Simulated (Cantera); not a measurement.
Charge: 1 mol NaOH, 1.8 mol H2O, equilibrated at 1273.15 K and 38.0 Pa.

Method: chemical equilibrium by Gibbs-energy minimisation in Cantera with the NASA 1993 tables (ideal gas, pure condensed phases). Candidate condensed phases: H2O, Na, NaOH, NaO2, Na2O, Na2O2; 16 gas species. The numbers say what is thermodynamically allowed, not how fast it happens.

Base state: H2O 0.644, NaOH 0.305, Na 0.0411, O2 0.0102, Na2(OH)2 0.000121, OH 6.53e-5, NaO 2.92e-5, H2 1.74e-5 (mole fractions); condensed: gas only.

### Question
What changes in the equilibrium state with this change: temperature from 1273.15 K to 2123 K?

### Answer
| species | before | after |
|---|---|---|
| H2O | 0.644 | 0.486 |
| Na | 0.0411 | 0.254 |
| O2 | 0.0102 | 0.0818 |
| NaOH | 0.305 | 0.00327 |
| H | 1.53e-7 | 0.0452 |
| O | 5.60e-7 | 0.0239 |
| H2 | 1.74e-5 | 0.0604 |
| OH | 6.53e-5 | 0.0450 |
| Na2(OH)2 | 0.000121 | <1e-9 |
| NaO | 2.92e-5 | 0.000208 |
